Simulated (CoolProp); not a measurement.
Octamethyltrisiloxane (MDM) at several states: density (kg/m³) from the reference equation and from simpler models built on Tc = 292.2 °C, pc = 1438 kPa, ω = 0.528; each cubic takes its own stable root.

Computed with CoolProp (reference Helmholtz-energy equation of state, Thol 2017).

| T (°C) | p (kPa) | phase | reference |
|---|---|---|---|
| 229.15 | 161 | gas | 9.722 |
| 214.85 | 57.9 | gas | 3.458 |
| 264.05 | 270 | gas | 15.57 |
| 54.45 | 92.6 | liquid | 785.5 |

### Question
How far does each simpler model (Redlich-Kwong, Soave-Redlich-Kwong, Peng-Robinson) lie from the reference over these 4 states: mean and median of the absolute difference, and the worst?

### Answer
- Redlich-Kwong: mean 4.1 %, median 0.5 %, worst -15.0 % at 54.45 °C and 92.6 kPa
- Soave-Redlich-Kwong: mean 2.5 %, median 0.1 %, worst -9.7 % at 54.45 °C and 92.6 kPa
- Peng-Robinson: mean 0.8 %, median 0.7 %, worst +1.6 % at 54.45 °C and 92.6 kPa
